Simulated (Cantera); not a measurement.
Input: 1 mol SO2, 0.83 mol H2, held at 2548 K and 1.10 mbar.

These are equilibrium values from Cantera (NASA tables, ideal gas, pure condensed phases), not measurements of a reactor. Equilibrium is a limit: real reactors are often held back by kinetics, nucleation or transport.

```csv
species,before,after
H2O,0.0709,0.490
SO2,0.150,0.371
S2,0.00106,0.116
H,0.274,2.48e-8
O,0.102,<1e-9
O2,0.0344,<1e-9
OH,0.0493,3.41e-9
S,0.0524,2.35e-7
SO,0.178,0.000252
H2S,1.70e-5,0.0105
H2,0.0861,0.0112
S2O,1.78e-5,0.00126
SH,0.00177,4.47e-5
```
Gas species are given as mole fractions.

What was changed between the two runs?
A) temperature from 2548 K to 750 K
B) temperature from 2548 K to 1048.15 K
C) H2 from 0.83 to 0.057 mol
D) H2 from 0.83 to 0.11 mol

B, temperature from 2548 K to 1048.15 K. Gases not in the tables: S3 to S7
